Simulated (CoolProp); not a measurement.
Model: reference Helmholtz-energy equation of state, Lemmon 2006, in CoolProp. It is a short technical equation, of lower accuracy than the large ones.

Problem. For C3F8 (R218), give the phase and the density (kg/m³), cp (kJ/(kg K)), cv (kJ/(kg K)), Joule-Thomson coefficient (K/MPa) at 9.95 °C and 1830 kPa; -21.25 °C and 10400 kPa; -134.15 °C and 287 kPa.

Solution. 
- 9.95 °C and 1830 kPa: liquid; density 1420, cp 1.09, cv 0.767, Joule-Thomson coefficient -0.00788
- -21.25 °C and 10400 kPa: liquid; density 1600, cp 0.979, cv 0.712, Joule-Thomson coefficient -0.290
- -134.15 °C and 287 kPa: liquid; density 1960, cp 0.804, cv 0.494, Joule-Thomson coefficient -0.474
